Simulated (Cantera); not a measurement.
Input: 1 mol Fe₂O₃, 0.12 mol H₂O, 0.81 mol O₂, held at 700 °C and 7.50 Torr.

Equilibrium computed with Cantera from the NASA thermochemical tables; the gas is ideal and each condensed phase is pure. Candidate condensed phases: Fe, FeO, Fe(OH)₂, Fe(OH)₃, Fe₂O₃, Fe₃O₄, H₂O; 12 gas species. Rates play no part.

Problem. What is the equilibrium state?

Solution. 
```
Property                                    Value
-------------------------------------  ----------
x(O₂)                                       0.871
x(H₂O)                                      0.129
n(Fe₂O₃(s))                              1.00 mol
gas amount                             0.9300 mol
log10 activity of Fe(OH)₂(s) (absent)      -11.21
log10 activity of Fe(OH)₃(s) (absent)      -12.65
log10 activity of Fe(α) (absent)           -13.71
```
